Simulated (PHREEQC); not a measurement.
Consider water at 25 °C with 80 mmol/kgw NH4HF2, 1.4 mmol/kgw H2SiF6, 3.1 mmol/kgw H3BO3 and 1.2 mmol/kgw H2SO4. Closed to the air; pH follows from the charge balance.

Computed with PHREEQC (ion-association model, wateq4f.dat).

No solid was allowed to form.

Question: Order these S species by the share of S that they hold, largest first: SO4-2, NH4SO4-, HSO4-.

Answer: SO4-2 (69 %), NH4SO4- (28 %), HSO4- (2.4 %)

The pH is 3.14 and the ionic strength 0.0828 mol/kgw. Species that the database lacks are ignored. wateq4f.dat counts part of the HF as a dimer, H2F2, which phreeqc.dat doesn't know; its constant is uncertain. SiF6-2 is the database's only silicon fluoride. Real BF4- forms and hydrolyses slowly; the run takes it at equilibrium.
